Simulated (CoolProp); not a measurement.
The numbers come from the reference Helmholtz-energy equation of state, Thol 2018 in CoolProp.

Question: Give the vapour pressure (MPa), liquid density (kg/m³), vapour density (kg/m³), enthalpy of vaporisation (kJ/kg) of saturated hydrogen chloride at 195.3, 222.8 K.

Answer: 
| T (K) | p (MPa) | liquid density (kg/m³) | vapour density (kg/m³) | enthalpy of vaporisation (kJ/kg) |
|---|---|---|---|---|
| 195.3 | 0.149 | 1170 | 3.49 | 436 |
| 222.8 | 0.520 | 1090 | 11.2 | 402 |
